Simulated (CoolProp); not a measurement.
Vapour-liquid equilibrium of R22 (1) + R114 (2) at 311 K; x and y are mole fractions of (1).

Model: multi-fluid Helmholtz-energy mixture model, Kamei 1995 and Platzer 1990; pair parameters Bell 2016, in CoolProp. This equation is an older, rougher fit; its heat capacities, sound speeds and derivatives of the liquid may be far off and weren't checked against measurements.

**Question.** Give the bubble pressure and the first vapour's composition at x = 0.25, 0.45, 0.65. Is there an azeotrope?

**Answer.** x = 0.25: 6.810 bar, y = 0.593; x = 0.45: 8.919 bar, y = 0.740; x = 0.65: 10.88 bar, y = 0.843. No azeotrope shows between x = 0.05 and 0.95.

The pair parameters rest on a limited set of measurements; away from them the model extrapolates.
